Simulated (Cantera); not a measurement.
**Stirred combustor or abatement burner**

A perfectly stirred reactor is fed with C₂H₆ : O₂ : N₂ : H₂O = 1 : 6.73 : 25.3 : 1.9 (molar parts), equivalence ratio 0.52, at 2.57 atm; it is adiabatic with a 598 K inlet, and is followed from long to short residence time, starting on the burning branch (τ in s: 0.27, 0.086, 0.027, 0.0087, 0.0028, 0.00088, 0.00028, 9e-05, 2.9e-05).

Computed with Cantera and GRI-Mech 3.0 (53 species, 325 reactions).

| τ (s) | T (K) | x C₂H₆ | x O₂ | x H₂O | x HCN | x C₂H₂ |
|---|---|---|---|---|---|---|
| 0.27 | 1712 | 5.25e-7 | 0.0911 | 0.138 | 9.01e-10 | 1.61e-6 |
| 0.086 | 1710 | 1.24e-6 | 0.0911 | 0.138 | 1.43e-9 | 2.90e-6 |
| 0.027 | 1707 | 2.82e-6 | 0.0912 | 0.138 | 2.50e-9 | 4.62e-6 |
| 0.0087 | 1700 | 6.13e-6 | 0.0913 | 0.137 | 4.15e-9 | 6.61e-6 |
| 0.0028 | 1688 | 1.34e-5 | 0.0918 | 0.137 | 6.51e-9 | 8.72e-6 |
| 0.00088 | 1662 | 3.17e-5 | 0.0930 | 0.136 | 1.18e-8 | 1.09e-5 |
| 0.00028 | 1602 | 9.30e-5 | 0.0966 | 0.134 | 2.60e-8 | 1.46e-5 |
| 9.0e-5 | 598 | 0.0286 | 0.193 | 0.0544 | <1e-12 | <1e-12 |
| 2.9e-5 | 598 | 0.0286 | 0.193 | 0.0544 | <1e-12 | <1e-12 |
x: mole fraction; the columns are a selection and need not sum to one.
